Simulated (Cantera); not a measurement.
Input: 1 mol PbO, 0.17 mol H₂, 14 mol N₂, held at 10.0 mbar.

Method: chemical equilibrium by Gibbs-energy minimisation in Cantera with the NASA 1993 tables (ideal gas, pure condensed phases). Candidate condensed phases: H₂O, Pb, PbO, PbO₂, Pb₃O₄; 27 gas species. Mutual solubility and eutectic melting of coexisting phases are not modelled. Gases not in the tables: (PbO)n polymers. Rates play no part.

Question: Which condensed phases are stable at each of these points (T (°C)): 602, 652, 702, 752, 802, 852, 902, 952, 1002, 1052, 1102, 1152, 1202, 1252?

Answer: 
```tsv
T (°C)	condensed phases	Pb condensed (%)
602	Pb(l) + PbO(yellow)	99.9
652	Pb(l) + PbO(yellow)	99.6
702	Pb(l) + PbO(yellow)	98.7
752	Pb(l) + PbO(yellow)	96.0
802	Pb(l) + PbO(yellow)	88.7
852	PbO(yellow)	81.3
902	PbO(l)	77.2
952	PbO(l)	66.6
1002	PbO(l)	39.0
1052	gas only	0.0
1102	gas only	0.0
1152	gas only	0.0
1202	gas only	0.0
1252	gas only	0.0
```

From 602 °C to 802 °C the condensed part is Pb(l) + PbO(yellow). At 852 °C the condensed part is PbO(yellow). From 902 °C to 1002 °C the condensed part is PbO(l). From 1052 °C to 1252 °C nothing is condensed.
